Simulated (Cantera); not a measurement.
A freely propagating, adiabatic, planar premixed flame of CH4 : O2 : N2 = 1 : 1.43 : 5.37 (molar parts), unburnt at 450 K and 750 Torr; mixture-averaged transport, grid criteria slope 0.08 and curve 0.16, no radiation.

Detailed kinetics in Cantera: GRI-Mech 3.0 (53 species, 325 reactions). Burning velocities carry a grid error of a few per cent, more on coarse grids.

How do the results move with these cheaper or finer settings: unity-Lewis-number transport; multicomponent transport; multicomponent+Soret transport; grid criteria slope 0.5, curve 1; grid criteria slope 0.25, curve 0.5; grid criteria slope 0.03, curve 0.06?


```json
[
 {"setting": "as above", "laminar burning velocity": "36.0 cm/s", "thermal thickness": "0.664 mm", "peak x(H2)": "0.0624", "peak x(C2H4)": "0.00186", "grid points": "152"},
 {"setting": "unity-Lewis-number transport", "laminar burning velocity": "24.7 cm/s", "thermal thickness": "0.854 mm", "peak x(H2)": "0.0612", "peak x(C2H4)": "0.00133", "grid points": "137"},
 {"setting": "multicomponent transport", "laminar burning velocity": "35.9 cm/s", "thermal thickness": "0.676 mm", "peak x(H2)": "0.0626", "peak x(C2H4)": "0.00189", "grid points": "152"},
 {"setting": "multicomponent+Soret transport", "laminar burning velocity": "36.6 cm/s", "thermal thickness": "0.655 mm", "peak x(H2)": "0.0613", "peak x(C2H4)": "0.00184", "grid points": "153"},
 {"setting": "grid criteria slope 0.5, curve 1", "laminar burning velocity": "40.9 cm/s", "thermal thickness": "0.733 mm", "peak x(H2)": "0.0635", "peak x(C2H4)": "0.00188", "grid points": "33"},
 {"setting": "grid criteria slope 0.25, curve 0.5", "laminar burning velocity": "36.6 cm/s", "thermal thickness": "0.693 mm", "peak x(H2)": "0.0628", "peak x(C2H4)": "0.00186", "grid points": "56"},
 {"setting": "grid criteria slope 0.03, curve 0.06", "laminar burning velocity": "35.7 cm/s", "thermal thickness": "0.659 mm", "peak x(H2)": "0.0618", "peak x(C2H4)": "0.00186", "grid points": "333"}
]
```
The base run took very roughly 5 core-seconds.
Unity Lewis numbers drop preferential diffusion, which matters most where H2 and H carry the flame; Soret adds thermal diffusion.
